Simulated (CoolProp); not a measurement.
A single-stage vapour-compression cycle with the fluid: evaporating at 319.15 K (dew point), condensing at 364.15 K (bubble point), superheat 8 K, subcooling 2 K, compressor efficiency 0.85, no pressure losses. The same conditions are run with several fluids, on thermodynamics alone (safety and materials aside).

Computed with CoolProp (reference Helmholtz-energy equation of state of each fluid (R142b: Lemmon 2006; n-perfluorobutane: Gao 2022; isobutane: Bücker 2006; dimethyl ether: Wu 2011; cyclohexane: Zhou 2014; sulfur dioxide: Gao 2016)).

Question: Rank R142b, n-perfluorobutane, isobutane, dimethyl ether, cyclohexane, sulfur dioxide by cooling COP, highest first.

Answer: cyclohexane (5.25), sulfur dioxide (4.93), R142b (4.61), dimethyl ether (4.51), isobutane (4.37), n-perfluorobutane (3.03)

| fluid | pressure ratio | discharge temperature (K) | refrigerating effect (kJ/kg) | volumetric capacity (kJ/m³) |
|---|---|---|---|---|
| R142b | 2.82 | 374.7 | 132 | 3430 |
| n-perfluorobutane | 2.95 | 364.1 | 33.0 | 1670 |
| isobutane | 2.70 | 367.4 | 200 | 3060 |
| dimethyl ether | 2.68 | 382.6 | 262 | 5440 |
| cyclohexane | 4.38 | 367.6 | 302 | 295 |
| sulfur dioxide | 3.06 | 423.0 | 275 | 5390 |

The compression ends wet for: n-perfluorobutane.
